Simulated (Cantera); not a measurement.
Standard-state values (1 bar) from the NASA 1993 polynomials, evaluated with Cantera. Values are per mole of reaction as written; species without (g) are pure solids or liquids, kept so even where they would boil at 1 bar.

Question: Between 300 and 1000 K, where is each reaction favourable under standard conditions?
- H(g) + TiCl4(g) → TiCl3 + HCl(g)

Answer: 
- H(g) + TiCl4(g) → TiCl3 + HCl(g): ΔG° is -226 kJ at 300 K and -130 kJ at 1000 K; it stays negative (K > 1). ΔH° is -263 kJ and ΔS° -134 J/K at 1000 K.
